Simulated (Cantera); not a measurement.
What does this Cantera script print?

```python
import numpy as np
import cantera as ct

gas_names = """
    N N2 Si SiN Si2 Si2N Si3
""".split()
cond_names = """
    Si(cr) Si(L) Si3N4(a)
""".split()


# ... load() reads the species with a 1 bar reference pressure and builds the phases ...
atoms = {
    'Si3N4': {'Si': 3, 'N': 4},
    'Si': {'Si': 1},
    'N2': {'N': 2},
}
top_T = {'Si3N4(a)': 2400}  # K; cautious upper limits of use, not melting points


# ... equilibrate(T, P, feed) seeds the gas with the atoms and calls Mixture.equilibrate('TP', solver="vcs", rtol=1e-11, max_steps=5000) ...
results = []
feed = {'Si3N4': 1, 'Si': 0.034, 'N2': 0.15}  # mol
T = 1573.15  # K
for P in [1, 10, 100, 1000, 10000, 100000, 1000000]:
    mix = equilibrate(T, P, feed)
    results.append((T, P, feed, dict(zip(mix.species_names, mix.species_moles))))

top = {s: max(r[3][s] / sum(r[3][g] for g in gas_names) for r in results) for s in gas_names}
cols = sorted((s for s in top if top[s] > 0.001), key=lambda s: -top[s])[:9]
seen = [c for c in cond_names if any(r[3].get(c, 0) > 1e-12 for r in results)]
print("log10 of partial pressures in bar; condensed amounts in mol")
print(f"{'P/Pa':>10s}" + "".join(f"{s[:9]:>10s}" for s in cols + seen))
for T, P, feed, n in results:
    ng = sum(n[g] for g in gas_names)
    print(f"{P:10.4g}" + "".join(f"{np.log10(max(n[s] / ng * P / 1e5, 1e-99)):10.3f}" for s in cols)
          + "".join(f"{n.get(c, 0):10.4g}" for c in seen))
```

Output:

```
log10 of partial pressures in bar; condensed amounts in mol
      P/Pa        N2        Si    Si(cr)  Si3N4(a)
         1    -5.002    -7.258     3.022         0
        10    -4.000    -7.258     3.033         0
       100    -3.000    -7.744         0     1.011
      1000    -2.000    -8.411         0     1.011
     1e+04    -1.000    -9.078         0     1.011
     1e+05    -0.000    -9.744         0     1.011
     1e+06     1.000   -10.411         0     1.011
```

Cantera equilibrium calculation (NASA polynomials, part measured and part estimated; ideal gas, pure solids and liquids). The tables' values for SiN are old estimates; treat these amounts as uncertain.
